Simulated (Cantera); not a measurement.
# SF6 + H2 + N2 (abatement and gas-phase synthesis)

A closed system holds: 1 mol SF6, 0.12 mol H2, 38 mol N2, at 2023.15 K and 34.0 mbar.

These are equilibrium values from Cantera (NASA tables, ideal gas, pure condensed phases), not measurements of a reactor. Candidate condensed phases: S; 35 gas species. The tables' values for S2F2 (SSF2), SF3 are old estimates; treat these amounts as uncertain. The numbers say what is thermodynamically allowed, not how fast it happens.

x(N2): 0.875
x(F): 0.0979
x(SF2): 0.0149
x(HF): 0.00553
x(SF): 0.00359
x(S2): 0.00143
x(S): 0.000758
x(S2F2 (SSF2)): 0.000327
x(SF3): 0.000200
gas amount: 43.41 mol
log10 activity of S(l) (absent): -3.75
